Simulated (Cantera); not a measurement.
A closed system holds: 1 mol CF₄, 2.1 mol F₂, 12 mol H₂, at 773.15 K and 0.0310 bar.

Cantera equilibrium calculation (NASA polynomials, part measured and part estimated; ideal gas, pure solids and liquids). The numbers say what is thermodynamically allowed, not how fast it happens.

```csv
species,before,after
HF,0.517,0.543
H₂,0.469,0.391
CH₄,0.0144,0.0662
"C(graphite), mol",0.771,0
```
Gas species are given as mole fractions.

Question: Which change was made?
(A) pressure from 0.0310 bar to 0.230 bar
(B) F₂ from 2.1 to 0.026 mol
(C) temperature from 773.15 K to 2298.15 K
(D) H₂ from 12 to 5.6 mol

Answer: A, pressure from 0.0310 bar to 0.230 bar
